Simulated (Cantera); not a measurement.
A Cantera script and its output.

```python
import numpy as np
import cantera as ct

gas = ct.Solution("gri30.yaml", transport_model="mixture-averaged")
show = ['NO', 'CO2', 'OH']

rows = []
print(f"{'T/K':>7s}{'rho':>11s}{'cp':>10s}{'mu':>11s}{'lambda':>11s}{'Pr':>7s}" + "".join(f"{'D_' + s:>11s}" for s in show))
for T in [400, 600, 800, 1000, 1200, 1400, 1600]:
    gas.TPX = T, 100000, {'C2H4': 0.69, 'CO2': 0.64, 'CH4': 0.61}
    Pr = gas.cp_mass * gas.viscosity / gas.thermal_conductivity
    D = [gas.mix_diff_coeffs_mole[gas.species_index(s)] for s in show]
    rows.append([gas.density, gas.cp_mass, gas.viscosity, gas.thermal_conductivity, Pr, *D])
    print(f"{T:7g}{gas.density:11.4e}{gas.cp_mass:10.1f}{gas.viscosity:11.4e}"
          f"{gas.thermal_conductivity:11.4e}{Pr:7.3f}" + "".join(f"{d:11.4e}" for d in D))
print("SI units: kg/m3, J/kg/K, Pa s, W/m/K, m2/s")
```

It prints:

```
    T/K        rho        cp         mu     lambda     Pr       D_NO      D_CO2       D_OH
    400 8.8824e-01    1526.2 1.6236e-05 3.4908e-02  0.710 2.9427e-05 2.3977e-05 4.5427e-05
    600 5.9216e-01    1944.2 2.2796e-05 6.1346e-02  0.722 5.9968e-05 5.0405e-05 9.2053e-05
    800 4.4412e-01    2265.7 2.8422e-05 8.8479e-02  0.728 9.8187e-05 8.3889e-05 1.5031e-04
   1000 3.5529e-01    2523.1 3.3427e-05 1.1484e-01  0.734 1.4325e-04 1.2356e-04 2.1898e-04
   1200 2.9608e-01    2719.6 3.7989e-05 1.4003e-01  0.738 1.9460e-04 1.6885e-04 2.9721e-04
   1400 2.5378e-01    2874.9 4.2219e-05 1.6398e-01  0.740 2.5183e-04 2.1935e-04 3.8441e-04
   1600 2.2206e-01    2997.1 4.6191e-05 1.8672e-01  0.741 3.1463e-04 2.7477e-04 4.8009e-04
SI units: kg/m3, J/kg/K, Pa s, W/m/K, m2/s
```

Model: GRI-Mech 3.0 (53 species, 325 reactions), integrated in Cantera. The composition is frozen, though it would react at the higher temperatures.
